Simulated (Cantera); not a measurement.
Feed: 1 mol Si, 2.6 mol CO₂, 30 mol N₂, held at 0.000900 bar.

Equilibrium computed with Cantera from the NASA thermochemical tables; the gas is ideal and each condensed phase is pure. Candidate condensed phases: C, Si, SiC, SiO₂, Si₂N₂O, Si₃N₄; 34 gas species. The tables hold silica as quartz up to 1696 K and as liquid above; real silica turns to tridymite and cristobalite and melts near 1996 K. Kinetics and transport are ignored.

Question: What share of the Si ends up in condensed phases as a function of T (K), at 1098, 1198, 1298, 1398, 1498, 1598, 1698, 1798, 1898, 1998, 2098, 2198?

Answer: 
```csv
T (K),Si condensed (%),as
1098,100.0,SiO₂(β-quartz)
1198,100.0,SiO₂(β-quartz)
1298,100.0,SiO₂(β-quartz)
1398,100.0,SiO₂(β-quartz)
1498,100.0,SiO₂(β-quartz)
1598,99.9,SiO₂(β-quartz)
1698,99.1,SiO₂(condensed)
1798,94.1,SiO₂(condensed)
1898,75.3,SiO₂(condensed)
1998,29.5,SiO₂(l)
2098,0.0,-
2198,0.0,-
```
